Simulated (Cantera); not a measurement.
Input: 1 mol Si, 0.92 mol H2, held at 0.120 bar.

Equilibrium computed with Cantera from the NASA thermochemical tables; the gas is ideal and each condensed phase is pure. Candidate condensed phases: Si; 9 gas species. Gases not in the tables: Si2H6 and higher silanes. The numbers say what is thermodynamically allowed, not how fast it happens.

### Question
Which condensed phases are stable at each of these points (T (K)): 623, 723, 823, 923, 1023, 1123, 1223, 1323, 1423, 1523, 1623, 1723?

### Answer
| T (K) | condensed phases | Si condensed (%) |
|---|---|---|
| 623 | Si(s) | 100.0 |
| 723 | Si(s) | 100.0 |
| 823 | Si(s) | 100.0 |
| 923 | Si(s) | 100.0 |
| 1023 | Si(s) | 100.0 |
| 1123 | Si(s) | 100.0 |
| 1223 | Si(s) | 100.0 |
| 1323 | Si(s) | 100.0 |
| 1423 | Si(s) | 100.0 |
| 1523 | Si(s) | 100.0 |
| 1623 | Si(s) | 100.0 |
| 1723 | Si(l) | 100.0 |

From 623 K to 1623 K the condensed part is Si(s). At 1723 K the condensed part is Si(l).
